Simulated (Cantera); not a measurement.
A closed system holds: 1 mol Ti(OiPr)₄, 0.19 mol O₂, 110 mol H₂, 0.055 mol C₃H₈, at 10.0 mbar.

Method: chemical equilibrium by Gibbs-energy minimisation in Cantera with the NASA 1993 tables (ideal gas, pure condensed phases). Candidate condensed phases: C, C₆H₆, C₇H₈, C₈H₁₈, H₂O, Ti, TiC, TiO, TiO₂, Ti₂O₃, Ti₃O₅, Ti₄O₇; 113 gas species. The feed counts by its element totals alone. TiC: taken at fixed stoichiometry. Equilibrium is a limit: real reactors are often held back by kinetics, nucleation or transport.

log p: log10 of the partial pressure in bar; n: condensed amount in mol.

```tsv
T (K)	log p H₂	log p H	log p CO	log p C₂H₂ (acetylene)	log p CH₄	log p C₂H	n C(graphite)	n TiC(s)
1623	-2.02	-5.17	-3.47	-6.47	-6.86	-12.05	6.77	1.00
1698	-2.02	-4.85	-3.47	-6.16	-6.99	-11.25	6.77	1.00
1773	-2.02	-4.55	-3.47	-5.87	-7.11	-10.52	6.75	1.00
1848	-2.02	___	-3.47	___	___	___	6.72	1.00
1923	-2.02	-4.04	-3.47	-5.36	-7.32	-9.23	6.67	1.000
1998	-2.02	___	-3.47	___	___	___	6.60	1.000
2073	-2.03	-3.59	-3.47	-4.94	-7.51	-8.13	6.48	1.000
2148	-2.03	-3.40	-3.48	-4.75	-7.60	-7.64	6.32	1.000
2223	-2.04	-3.22	-3.48	-4.58	-7.69	-7.19	6.09	1.000
```

**Question.** Some entries are withheld; supply them.

**Answer.** 
- 1848, log p H: -4.28
- 1848, log p C₂H₂ (acetylene): -5.61
- 1848, log p CH₄: -7.22
- 1848, log p C₂H: -9.84
- 1998, log p H: -3.81
- 1998, log p C₂H₂ (acetylene): -5.14
- 1998, log p CH₄: -7.41
- 1998, log p C₂H: -8.66
